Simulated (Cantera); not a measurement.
Hydrocarbon pyrolysis for carbon deposition

A perfectly stirred reactor is fed with CH4 : H2 = 1 : 31 (molar parts), at 0.000910 bar; it is held at 2000 K, and followed from long to short residence time.

Model: GRI-Mech 3.0 (53 species, 325 reactions), integrated in Cantera. GRI-Mech 3.0 stops at C3 and has no aromatics, soot or wall deposition, so with more carbon than oxygen in the feed, carbon stays in small species such as C2H2 where larger ones or solid carbon would form. Radical loss at walls, strong at low pressure, is not modelled.

```csv
τ (s),x CH4,x H2,x CH2,x H,x C2H6
16,0.00133,0.971,6.05e-6,0.0134,1.10e-8
5.5,0.00327,0.973,7.94e-6,0.0100,5.15e-8
1.9,0.00710,0.973,9.78e-6,0.00777,1.88e-7
0.68,0.0133,0.971,1.07e-5,0.00613,5.03e-7
0.24,0.0214,0.968,9.18e-6,0.00453,8.97e-7
0.085,0.0282,0.967,4.12e-6,0.00256,6.84e-7
0.030,0.0305,0.968,7.43e-7,0.000989,1.61e-7
0.011,0.0310,0.968,1.07e-7,0.000364,2.52e-8
0.0037,0.0312,0.969,1.22e-8,0.000122,2.79e-9
```
x: mole fraction; the columns are a selection and need not sum to one.
